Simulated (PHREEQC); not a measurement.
Consider water at 20 °C with 0.0028 mol Na2SeO4 and 0.00018 mol H3BO3 per kg of water. Closed to the air; pH follows from the charge balance.

All values are PHREEQC results (ion-association model, wateq4f.dat), not measurements.

This is a speciation only: nothing precipitates in the calculation.

### Question
Predict the pH.

### Answer
pH 6.51.

Species that the database lacks are ignored.
